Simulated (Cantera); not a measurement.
A perfectly stirred reactor is fed with CH4 : H2 : O2 : N2 : H2O = 1 : 1.5 : 4.58 : 23.4 : 2.4 (molar parts), equivalence ratio 0.60, at 0.987 atm; it is adiabatic with a 798 K inlet, and is followed from long to short residence time, starting on the burning branch (τ in s: 0.025, 0.012, 0.0059, 0.0029, 0.0014, 0.00067, 0.00032, 0.00016, 7.6e-05).

Computed with Cantera and GRI-Mech 3.0 (53 species, 325 reactions).

### Question
Predict: blow-out, bracketed by the residence times tried; x(CH4) at τ = 25.0 ms; x(H2) at τ = 25.0 ms; x(O2) at τ = 25.0 ms; x(H) at τ = 25.0 ms; x(O) at τ = 25.0 ms; x(CH4) at τ = 1.40 ms; x(H2) at τ = 1.40 ms; x(O2) at τ = 1.40 ms; x(H) at τ = 1.40 ms; x(O) at τ = 1.40 ms.

### Answer
blow-out, bracketed by the residence times tried: burning at 76.0 µs, the shortest tried
x(CH4) at τ = 25.0 ms: 1.38e-5
x(H2) at τ = 25.0 ms: 0.000422
x(O2) at τ = 25.0 ms: 0.0568
x(H) at τ = 25.0 ms: 6.68e-5
x(O) at τ = 25.0 ms: 0.000254
x(CH4) at τ = 1.40 ms: 8.88e-5
x(H2) at τ = 1.40 ms: 0.00241
x(O2) at τ = 1.40 ms: 0.0580
x(H) at τ = 1.40 ms: 0.000928
x(O) at τ = 1.40 ms: 0.00142
